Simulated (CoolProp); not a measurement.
Dimethyl carbonate at 374.91 K and 0.0876 MPa is throttled through a valve to 0.0488 MPa with no heat exchange. Each further row changes one setting.

Values from CoolProp's reference Helmholtz-energy equation of state, Zhou 2011.

```
case                        temperature change (K)  final density (kg/m³)
--------------------------  ----------------------  ---------------------
as stated                                      [?]                    [?]
outlet pressure 0.0146 MPa                    -1.6                    [?]
outlet pressure 0.0634 MPa                     [?]                    [?]
```

**Question.** Some entries are withheld; supply them.

**Answer.** 
- as stated, temperature change (K): -0.8
- as stated, final density (kg/m³): 1.43
- outlet pressure 0.0146 MPa, final density (kg/m³): 0.425
- outlet pressure 0.0634 MPa, temperature change (K): -0.5
- outlet pressure 0.0634 MPa, final density (kg/m³): 1.86
